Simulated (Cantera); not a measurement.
# Adiabatic ignition

An adiabatic, constant-volume homogeneous reactor starts with 9.12 % CO, 0.802 % H₂, 7.11 % CH₄, 17.4 % O₂, 65.6 % N₂, at 1250 K and 10.0 bar.

Model: GRI-Mech 3.0 (53 species, 325 reactions), integrated in Cantera. Above 3000 K some thermodynamic fits are extrapolated.

```json
[
 {"t (s)": "1.00e-6", "T (K)": "1250", "P (bar)": "10.0", "x CO": "0.0912", "x H₂": "0.00802", "x CH₄": "0.0711", "x CH₂": "<1e-12", "x CH₃": "4.65e-8", "x NO₂": "<1e-12"},
 {"t (s)": "2.70e-6", "T (K)": "1250", "P (bar)": "10.0", "x CO": "0.0912", "x H₂": "0.00802", "x CH₄": "0.0711", "x CH₂": "<1e-12", "x CH₃": "1.40e-7", "x NO₂": "<1e-12"},
 {"t (s)": "7.28e-6", "T (K)": "1250", "P (bar)": "10.0", "x CO": "0.0912", "x H₂": "0.00802", "x CH₄": "0.0711", "x CH₂": "<1e-12", "x CH₃": "4.25e-7", "x NO₂": "<1e-12"},
 {"t (s)": "1.96e-5", "T (K)": "1250", "P (bar)": "10.0", "x CO": "0.0912", "x H₂": "0.00802", "x CH₄": "0.0711", "x CH₂": "<1e-12", "x CH₃": "1.44e-6", "x NO₂": "<1e-12"},
 {"t (s)": "5.29e-5", "T (K)": "1250", "P (bar)": "10.0", "x CO": "0.0912", "x H₂": "0.00802", "x CH₄": "0.0711", "x CH₂": "1.25e-12", "x CH₃": "6.05e-6", "x NO₂": "<1e-12"},
 {"t (s)": "0.000143", "T (K)": "1251", "P (bar)": "10.0", "x CO": "0.0911", "x H₂": "0.00799", "x CH₄": "0.0710", "x CH₂": "1.89e-11", "x CH₃": "2.20e-5", "x NO₂": "<1e-12"},
 {"t (s)": "0.000385", "T (K)": "1257", "P (bar)": "10.1", "x CO": "0.0910", "x H₂": "0.00788", "x CH₄": "0.0706", "x CH₂": "4.11e-11", "x CH₃": "2.95e-5", "x NO₂": "<1e-12"},
 {"t (s)": "0.00104", "T (K)": "1299", "P (bar)": "10.4", "x CO": "0.0905", "x H₂": "0.00770", "x CH₄": "0.0671", "x CH₂": "4.06e-10", "x CH₃": "6.44e-5", "x NO₂": "<1e-12"},
 {"t (s)": "0.00280", "T (K)": "3043", "P (bar)": "24.3", "x CO": "0.0674", "x H₂": "0.0122", "x CH₄": "<1e-12", "x CH₂": "<1e-12", "x CH₃": "1.41e-12", "x NO₂": "7.47e-6"},
 {"t (s)": "0.00756", "T (K)": "3043", "P (bar)": "24.3", "x CO": "0.0674", "x H₂": "0.0122", "x CH₄": "<1e-12", "x CH₂": "<1e-12", "x CH₃": "1.41e-12", "x NO₂": "7.47e-6"},
 {"t (s)": "0.0204", "T (K)": "3043", "P (bar)": "24.3", "x CO": "0.0674", "x H₂": "0.0122", "x CH₄": "<1e-12", "x CH₂": "<1e-12", "x CH₃": "1.41e-12", "x NO₂": "7.47e-6"},
 {"t (s)": "0.0550", "T (K)": "3043", "P (bar)": "24.3", "x CO": "0.0674", "x H₂": "0.0122", "x CH₄": "<1e-12", "x CH₂": "<1e-12", "x CH₃": "1.41e-12", "x NO₂": "7.47e-6"},
 {"t (s)": "0.148", "T (K)": "3043", "P (bar)": "24.3", "x CO": "0.0674", "x H₂": "0.0122", "x CH₄": "<1e-12", "x CH₂": "<1e-12", "x CH₃": "1.41e-12", "x NO₂": "7.47e-6"},
 {"t (s)": "0.400", "T (K)": "3043", "P (bar)": "24.3", "x CO": "0.0674", "x H₂": "0.0122", "x CH₄": "<1e-12", "x CH₂": "<1e-12", "x CH₃": "1.41e-12", "x NO₂": "7.47e-6"}
]
```
x: mole fraction; the columns are a selection and need not sum to one.

The time of steepest temperature rise is 1.32 ms and the temperature at 0.400 s is 3043 K. The equilibrium temperature comes out as 3043 K and the x(CO) at 0.400 s comes out as 0.0674 (gas-phase equilibrium 0.0674). The x(H₂) at 0.400 s is 0.0122 (gas-phase equilibrium 0.0122) and the x(CH₄) at 0.400 s is <1e-12 (gas-phase equilibrium <1e-12).
